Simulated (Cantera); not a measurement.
An isothermal, constant-pressure homogeneous reactor starts with H2 : O2 : N2 = 0.32 : 1 : 20 (molar parts), at 1073 K and 32000 Pa.

Cantera simulation using GRI-Mech 3.0 (53 species, 325 reactions); the numbers are that mechanism's predictions, not measurements.

One state of this run: x H2 = 1.10e-9; x O2 = 0.0397; x HO2 = 6.97e-10; x O = 5.76e-9; x H2O = 0.0151; x H2O2 = 1.47e-10; x NO = 2.72e-7. x: mole fraction; the columns are a selection and need not sum to one.

### Question
Which value of t (s) does it belong to?
A) 0.0463
B) 3.06
C) 0.000700
D) 0.756

### Answer
B, 3.06
